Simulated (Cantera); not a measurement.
A perfectly stirred reactor is fed with CO : O2 : H2O : N2 = 0.002 : 0.018 : 0.00031 : 1 (molar parts), at 7500 Torr; it is held at 1273 K, and followed from long to short residence time.

Detailed kinetics in Cantera: GRI-Mech 3.0 (53 species, 325 reactions).

Q: What does this change do: pressure from 7500 Torr to 105 Torr?

A: 
```tsv
quantity	before	after
x(CO) at τ = 3.10 s	4.20e-5	0.000108
x(O2) at τ = 3.10 s	0.0167	0.0167
x(H2O) at τ = 3.10 s	0.000304	0.000295
x(OH) at τ = 3.10 s	5.07e-7	1.48e-5
x(NO) at τ = 3.10 s	6.09e-7	4.96e-7
x(CO) at τ = 36.0 ms	0.00119	0.00142
x(O2) at τ = 36.0 ms	0.0173	0.0172
x(H2O) at τ = 36.0 ms	0.000303	0.000277
x(OH) at τ = 36.0 ms	5.46e-7	2.64e-5
x(NO) at τ = 36.0 ms	7.24e-8	1.59e-8
```

Q: What does this change do: 0.0018 parts CH4 added?

A: 
```tsv
quantity	before	after
x(CO) at τ = 3.10 s	4.20e-5	3.77e-5
x(O2) at τ = 3.10 s	0.0167	0.0131
x(H2O) at τ = 3.10 s	0.000304	0.00382
x(OH) at τ = 3.10 s	5.07e-7	1.03e-6
x(NO) at τ = 3.10 s	6.09e-7	7.53e-8
x(CO) at τ = 36.0 ms	0.00119	0.00103
x(O2) at τ = 36.0 ms	0.0173	0.0138
x(H2O) at τ = 36.0 ms	0.000303	0.00366
x(OH) at τ = 36.0 ms	5.46e-7	2.17e-6
x(NO) at τ = 36.0 ms	7.24e-8	2.68e-8
```
